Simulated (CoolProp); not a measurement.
Hydrogen chloride at 293.15 K and 2.12 MPa is compressed adiabatically to 5.24 MPa with isentropic efficiency 0.6. Each further row changes one setting.

Model: reference Helmholtz-energy equation of state, Thol 2018, in CoolProp.

| case | work (kJ/kg) | final temperature (K) | final density (kg/m³) |
|---|---|---|---|
| as stated | 97.8 | 417.9 | 61.6 |
| efficiency 1 | 58.7 | 379.9 | 71.2 |
| efficiency 0.65 | 90.3 | 410.3 | 63.2 |
